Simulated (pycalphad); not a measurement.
# Phase fractions of Si-70.3Mg (at.%)

CALPHAD calculation (pycalphad, COST 507 light-alloy database (1999)), 1 atm. The data set is of 1999 and partly superseded. Amounts are mole fractions of atoms. Diffusion is slow at the low end, where real alloys seldom reach equilibrium.

| T (K) | liquid | MG2SI | hcp |
|---|---|---|---|
| 1350 | 1.000 | - | - |
| 1300 | 0.303 | 0.697 | - |
| 1250 | 0.213 | 0.787 | - |
| 1200 | 0.173 | 0.827 | - |
| 1150 | 0.151 | 0.849 | - |
| 1100 | [?] | [?] | - |
| 1050 | 0.127 | 0.873 | - |
| 1000 | 0.120 | 0.880 | - |
| 950 | 0.116 | 0.884 | - |
| 900 | - | 0.891 | 0.109 |
| 850 | - | 0.891 | 0.109 |
| 800 | - | 0.891 | 0.109 |
| 750 | - | 0.891 | 0.109 |
| 700 | - | 0.891 | 0.109 |
| 650 | - | 0.891 | 0.109 |
| 600 | - | 0.891 | 0.109 |
| 550 | - | 0.891 | 0.109 |
| 500 | - | 0.891 | 0.109 |
| 450 | - | 0.891 | 0.109 |
| 400 | - | 0.891 | 0.109 |
| 350 | - | 0.891 | 0.109 |

### Question
What belongs in the gaps?

### Answer

- 1100, liquid: 0.136
- 1100, MG2SI: 0.864

Database names, with the compositions (at.%) that they take in these runs: MG2SI: Mg 67 Si 33.
